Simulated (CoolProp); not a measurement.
Vapour-liquid equilibrium of R125 (1) + R1234yf (2) at 4.25 kPa; x and y are mole fractions of (1).

Values from CoolProp's multi-fluid Helmholtz-energy mixture model, Lemmon 2005 and Lemmon 2022; pair parameters Bell 2023.

```tsv
x	bubble temperature (°C)	y at the bubble point	dew temperature at overall composition x (°C)	liquid density (mol/L)
0.05	-84.4	0.136	-83.6	12.39
0.15	-86.4	0.346	-84.5	12.55
0.25	-88.2	0.501	-85.5	12.70
0.35	-89.7	0.619	-86.5	12.86
0.45	-91.1	0.712	-87.6	13.02
0.55	-92.3	0.787	-88.8	13.18
0.65	-93.3	0.849	-90.2	13.34
0.75	-94.3	0.901	-91.7	13.51
0.85	-95.2	0.945	-93.4	13.69
0.95	-96.0	0.983	-95.3	13.88
```

No azeotrope shows between x = 0.05 and 0.95.

The pair parameters rest on a limited set of measurements; away from them the model extrapolates.
